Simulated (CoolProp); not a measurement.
A simple Rankine cycle with n-pentane: condensing at 291.15 K, boiler at 0.271 MPa, turbine inlet 356.5 K, turbine efficiency 0.6, pump efficiency 0.8, no recuperator. Each further row changes one setting.

Model: reference Helmholtz-energy equation of state, Thol 2019, in CoolProp.

```csv
case,thermal efficiency (%),net work (kJ/kg),heat in (kJ/kg),turbine exit temperature (K),volume ratio over the turbine
as stated,7.6,36.3,480,332.4,5.13
turbine inlet 376.5 K,7.5,38.8,521,352.8,5.10
condensing temperature 283.15 K,8.7,?,498,328.3,7.04
boiler pressure 0.19 MPa,6.0,29.2,484,338.2,3.57
turbine efficiency 0.5,?,30.2,480,?,5.18
```

Problem. Complete the blanks.

Solution. 
- condensing temperature 283.15 K, net work (kJ/kg): 43.2
- turbine efficiency 0.5, thermal efficiency (%): 6.3
- turbine efficiency 0.5, turbine exit temperature (K): 335.8
